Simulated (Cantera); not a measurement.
# Silicon epitaxy and polysilicon growth: Si3H8 + H2 + HCl

A closed system holds: 1 mol Si3H8, 910 mol H2, 1.1 mol HCl, held at 1000 Pa.

Method: chemical equilibrium by Gibbs-energy minimisation in Cantera with the NASA 1993 tables (ideal gas, pure condensed phases). Candidate condensed phases: Si; 19 gas species. The feed counts by its element totals alone. Gases not in the tables: Si2H6 and higher silanes. Kinetics and transport are ignored.

From 1125 °C to 1375 °C the condensed part is Si(s). From 1425 °C to 1525 °C the condensed part is Si(l). The main Si-bearing gas is SiCl2 at 1125 °C and Si at 1525 °C. The share of Si in condensed phases is highest at 1125 °C (99.9 %) and lowest at 1525 °C (88.2 %).

| T (°C) | log p H2 | log p H | log p HCl | log p Si | log p SiH | log p SiH2 | log p SiCl2 | log p SiCl | n Si(s) | n Si(l) |
|---|---|---|---|---|---|---|---|---|---|---|
| 1125 | -2.00 | -6.33 | -4.92 | -9.11 | -9.41 | -8.44 | -7.38 | -9.76 | 3.00 | 0 |
| 1175 | -2.00 | -6.04 | -4.92 | -8.53 | -8.93 | -8.13 | -7.36 | -9.39 | 2.99 | 0 |
| 1225 | -2.00 | -5.77 | -4.92 | -8.00 | -8.49 | -7.84 | -7.34 | -9.05 | 2.99 | 0 |
| 1275 | -2.00 | -5.51 | -4.92 | -7.50 | -8.08 | -7.57 | -7.32 | -8.73 | 2.99 | 0 |
| 1325 | -2.00 | -5.27 | -4.92 | -7.03 | -7.69 | -7.31 | -7.31 | -8.43 | 2.98 | 0 |
| 1375 | -2.00 | -5.05 | -4.92 | -6.59 | -7.32 | -7.07 | -7.30 | -8.15 | 2.96 | 0 |
| 1425 | -2.00 | -4.84 | -4.93 | -6.18 | -6.99 | -6.86 | -7.29 | -7.89 | 0 | 2.91 |
| 1475 | -2.00 | -4.64 | -4.93 | -5.84 | -6.71 | -6.69 | -7.33 | -7.69 | 0 | 2.82 |
| 1525 | -2.00 | -4.45 | -4.93 | -5.51 | -6.45 | -6.53 | -7.36 | -7.49 | 0 | 2.65 |
log p: log10 of the partial pressure in bar; n: condensed amount in mol.
